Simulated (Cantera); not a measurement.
**HF + H2O + O2 (abatement and gas-phase synthesis)**

A closed system holds: 1 mol HF, 0.035 mol H2O, 1.1 mol O2, held at 1800 Torr.

Equilibrium computed with Cantera from the NASA thermochemical tables; the gas is ideal and each condensed phase is pure. Candidate condensed phases: H2O; 22 gas species. The numbers say what is thermodynamically allowed, not how fast it happens.

| T (K) | x O2 | x HF | x O | x F | x OH | x H | x H2O |
|---|---|---|---|---|---|---|---|
| 2898 | 0.480 | 0.448 | 0.0352 | 0.00895 | 0.0145 | 0.00139 | 0.0121 |
| 2948 | 0.473 | 0.444 | 0.0419 | 0.0106 | 0.0160 | 0.00177 | 0.0119 |
| 2998 | 0.466 | 0.440 | 0.0496 | 0.0124 | 0.0176 | 0.00224 | 0.0116 |
| 3048 | 0.458 | 0.435 | 0.0582 | 0.0145 | 0.0193 | 0.00281 | 0.0113 |
| 3098 | 0.449 | 0.430 | 0.0678 | 0.0168 | 0.0211 | 0.00350 | 0.0111 |
| 3148 | 0.439 | 0.424 | 0.0786 | 0.0193 | 0.0229 | 0.00433 | 0.0108 |
| 3198 | 0.428 | 0.418 | 0.0905 | 0.0221 | 0.0247 | 0.00533 | 0.0106 |
| 3248 | 0.417 | 0.410 | 0.104 | 0.0251 | 0.0266 | 0.00650 | 0.0103 |
| 3298 | 0.404 | 0.403 | 0.118 | 0.0284 | 0.0285 | 0.00789 | 0.00998 |
| 3348 | 0.390 | 0.394 | 0.133 | 0.0319 | 0.0303 | 0.00952 | 0.00968 |
| 3398 | 0.375 | 0.385 | 0.149 | 0.0357 | 0.0321 | 0.0114 | 0.00936 |
| 3448 | 0.359 | 0.376 | 0.167 | 0.0397 | 0.0339 | 0.0136 | 0.00901 |
| 3498 | 0.343 | 0.366 | 0.185 | 0.0439 | 0.0356 | 0.0161 | 0.00865 |
| 3548 | 0.326 | 0.355 | 0.205 | 0.0484 | 0.0371 | 0.0190 | 0.00827 |
x: gas mole fraction; nothing condenses.

From 2898 K to 3548 K nothing is condensed.
